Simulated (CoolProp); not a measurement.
Vapour pressure (MPa) of C2F6 (R116): the reference equation beside estimates from Tc = 293.0 K, pc = 3.048 MPa, ω = 0.257. Clausius-Clapeyron is anchored at 204.8 K with a constant enthalpy of vaporisation of 15.54 kJ/mol.

The numbers come from the reference Helmholtz-energy equation of state, Lemmon 2006 in CoolProp. It is a short technical equation, of lower accuracy than the large ones.

```
T (K)   reference  Lee-Kesler  Clausius-Clapeyron  Peng-Robinson
-----  ----------  ----------  ------------------  -------------
197.9      0.1177      0.1173          (withheld)         0.1175
201.4      0.1407      0.1405              0.1425         0.1403
204.8      0.1662      0.1662              0.1662         0.1656
208.3      0.1961      0.1963              0.1938     (withheld)
211.7  (withheld)      0.2293              0.2238         0.2277
215.2      0.2667      0.2676              0.2584         0.2654
218.6      0.3078      0.3091              0.2958         0.3064
222.1      0.3551      0.3567          (withheld)     (withheld)
225.5      0.4060      0.4080          (withheld)         0.4043
229        0.4639      0.4663              0.4362         0.4622
232.4      0.5258      0.5287              0.4915         0.5243
235.9      0.5959      0.5991          (withheld)         0.5945
239.3      0.6704      0.6738              0.6198         0.6693
242.8      0.7540      0.7577              0.6937         0.7535
246.2      0.8425      0.8464              0.7715         0.8426
```

Q: What belongs in the gaps?

A: 
- 197.9, Clausius-Clapeyron: 0.1209
- 208.3, Peng-Robinson: 0.1952
- 211.7, reference: 0.2288
- 222.1, Clausius-Clapeyron: 0.3385
- 222.1, Peng-Robinson: 0.3535
- 225.5, Clausius-Clapeyron: 0.3843
- 235.9, Clausius-Clapeyron: 0.5538

Absolute difference from the reference over all 15 rows, mean and median: Lee-Kesler 0.4 and 0.5 %, Clausius-Clapeyron 4.5 and 4.7 %, Peng-Robinson 0.3 and 0.4 %.
